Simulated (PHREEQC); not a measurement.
Dissolve 0.0013 mol/kgw HCl and 0.00079 mol/kgw Li2SO4 at 25 °C. Closed to the air; pH follows from the charge balance.

Equilibrium calculation in PHREEQC: ion-association model, wateq4f.dat.

```tsv
quantity	before	after
pH	2.94	4.89
SO4-2 (mol/kgw)	0.000719	7.89e-6
HSO4- (mol/kgw)	6.71e-5	9.69e-9
```

Question: Which change was made?
A. temperature from 25 to 60 °C
B. diluted 100-fold with water
C. Li2SO4 replaced by NaHSO4 at the same molality
D. diluted 5-fold with water

Answer: B, diluted 100-fold with water

This is a speciation only: nothing precipitates in the calculation.
